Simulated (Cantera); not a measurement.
A perfectly stirred reactor is fed with 6.89 % H2, 93.1 % O2, equivalence ratio 0.037, at 0.0178 atm; it is held at 1348 K, and followed from long to short residence time.

Cantera simulation using the H2/O2 subset of GRI-Mech 3.0, which has no nitrogen chemistry; the numbers are that mechanism's predictions, not measurements. Radical loss at walls, strong at low pressure, is not modelled. The temperature is held fixed by assumption; the heat of reaction is taken as removed at once.

Q: Predict: x(H2) at τ = 5.00 s; x(O2) at τ = 5.00 s; x(HO2) at τ = 5.00 s; x(H) at τ = 5.00 s; x(H2O2) at τ = 5.00 s; x(H2) at τ = 82.0 ms; x(O2) at τ = 82.0 ms; x(HO2) at τ = 82.0 ms; x(H) at τ = 82.0 ms; x(H2O2) at τ = 82.0 ms.

A: 
```
Item                      Result
----------------------  --------
x(H2) at τ = 5.00 s      6.21e-5
x(O2) at τ = 5.00 s        0.927
x(HO2) at τ = 5.00 s     7.27e-7
x(H) at τ = 5.00 s       4.75e-5
x(H2O2) at τ = 5.00 s    3.63e-8
x(H2) at τ = 82.0 ms    0.000740
x(O2) at τ = 82.0 ms       0.911
x(HO2) at τ = 82.0 ms    2.93e-6
x(H) at τ = 82.0 ms      0.00216
x(H2O2) at τ = 82.0 ms   1.02e-7
```
